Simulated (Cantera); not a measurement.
## B₂H₆ + H₂O + H₂ (boron, boron nitride and boron oxide)

Feed: 1 mol B₂H₆, 2.1 mol H₂O, 2.2 mol H₂, held at 87.0 Pa.

Method: chemical equilibrium by Gibbs-energy minimisation in Cantera with the NASA 1993 tables (ideal gas, pure condensed phases). Candidate condensed phases: B, B₂O₃, B₃O₃H₃, H₂O; 23 gas species. The feed counts by its element totals alone. Mutual solubility and eutectic melting of coexisting phases are not modelled. The tables' values for BH₂ are old estimates; treat these amounts as uncertain. Rates play no part.

From 1127 °C to 1177 °C the condensed part is B(s) + B₂O₃(l). At 1227 °C the condensed part is B(s). From 1277 °C to 1477 °C nothing is condensed. The main B-bearing gas is HBO at 1127 °C and B₂O₂ at 1477 °C.

| T (°C) | x H₂ | x HBO | x B₂O₂ | x BO | x B₂O₃ | x H | x HBO₂ | x B₃O₃H₃ | n B(s) | n B₂O₃(l) |
|---|---|---|---|---|---|---|---|---|---|---|
| 1127 | 0.945 | 0.0368 | 0.0143 | 0.000190 | 0.00276 | 0.000160 | 0.000723 | 0.000189 | 0.435 | 0.509 |
| 1177 | 0.883 | 0.0650 | 0.0410 | 0.000623 | 0.00864 | 0.000301 | 0.00145 | 0.000170 | 0.210 | 0.230 |
| 1227 | 0.835 | 0.0851 | 0.0645 | 0.00145 | 0.0113 | 0.000545 | 0.00164 | 7.02e-5 | 0.00718 | 0 |
| 1277 | 0.832 | 0.0895 | 0.0630 | 0.00255 | 0.0103 | 0.000974 | 0.00168 | 1.69e-5 | 0 | 0 |
| 1327 | 0.829 | 0.0930 | 0.0604 | 0.00427 | 0.0102 | 0.00168 | 0.00185 | 4.31e-6 | 0 | 0 |
| 1377 | 0.825 | 0.0959 | 0.0575 | 0.00692 | 0.00996 | 0.00280 | 0.00203 | 1.18e-6 | 0 | 0 |
| 1427 | 0.820 | 0.0980 | 0.0543 | 0.0108 | 0.00974 | 0.00452 | 0.00221 | 3.44e-7 | 0 | 0 |
| 1477 | 0.815 | 0.0992 | 0.0506 | 0.0163 | 0.00949 | 0.00712 | 0.00241 | 1.05e-7 | 0 | 0 |
x: gas mole fraction; n: condensed amount in mol.
